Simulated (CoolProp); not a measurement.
Vapour-liquid equilibrium of propane (1) + c-C4F8 (RC318) (2) at 499 kPa; x and y are mole fractions of (1).

Computed with CoolProp (multi-fluid Helmholtz-energy mixture model, Lemmon 2009 and Platzer 1990; pair parameters Bell 2016). This equation is an older, rougher fit; its heat capacities, sound speeds and derivatives of the liquid may be far off and weren't checked against measurements.

| x | bubble temperature (°C) | y at the bubble point | dew temperature at overall composition x (°C) | liquid density (mol/L) |
|---|---|---|---|---|
| 0.05 | 33.1 | 0.210 | 38.8 | 7.417 |
| 0.15 | 21.3 | 0.484 | 35.3 | 7.876 |
| 0.25 | 13.8 | 0.627 | 31.5 | 8.278 |
| 0.35 | 9.3 | 0.704 | 27.4 | 8.649 |
| 0.45 | 6.6 | 0.750 | 23.0 | 9.019 |
| 0.55 | 4.8 | 0.782 | 18.0 | 9.413 |
| 0.65 | 3.6 | 0.810 | 12.5 | 9.851 |
| 0.75 | 2.6 | 0.841 | 6.6 | 10.35 |
| 0.85 | 1.8 | 0.883 | 2.4 | 10.92 |
| 0.95 | 1.5 | 0.949 | 1.5 | 11.58 |

y crosses x between x = 0.85 and 0.95: the model has an azeotrope there.

Pair parameters are fitted to limited data, so mixtures are less certain than the pure fluids.
